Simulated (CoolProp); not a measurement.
Vapour pressure (MPa) of propylene glycol: the reference equation beside estimates from Tc = 674.0 K, pc = 7.292 MPa, ω = 0.327. Clausius-Clapeyron is anchored at 552.2 K with a constant enthalpy of vaporisation of 44.49 kJ/mol.

Model: reference Helmholtz-energy equation of state, Eisenbach 2021, in CoolProp.

```
T (K)  reference  Lee-Kesler  Clausius-Clapeyron  van der Waals  Peng-Robinson
-----  ---------  ----------  ------------------  -------------  -------------
522.5     0.5135      0.9394              0.5588          2.413         0.9308
532.4        [?]       1.114              0.6760          2.635          1.104
542.3     0.7913       1.312              0.8122          2.870          1.301
552.2     0.9694       1.534              0.9694            [?]          1.524
562.1        [?]       1.784               1.150          3.379          1.775
572        1.421       2.063               1.356          3.653          2.055
581.8        [?]       2.369               1.587          3.938          2.365
591.7      2.024       2.712                 [?]          4.239          2.712
601.6      2.397       3.092                 [?]          4.553            [?]
611.5      2.823       3.510               2.481          4.882          3.520
```

Problem. Complete the blanks.

Solution. 
- 532.4, reference: 0.6404
- 552.2, van der Waals: 3.118
- 562.1, reference: 1.178
- 581.8, reference: 1.700
- 591.7, Clausius-Clapeyron: 1.851
- 601.6, Clausius-Clapeyron: 2.148
- 601.6, Peng-Robinson: 3.096

Absolute difference from the reference over all 10 rows, mean and median: Lee-Kesler 50.4 and 48.3 %, Clausius-Clapeyron 6.2 and 6.1 %, van der Waals 191.4 and 172.0 %, Peng-Robinson 49.8 and 47.6 %.
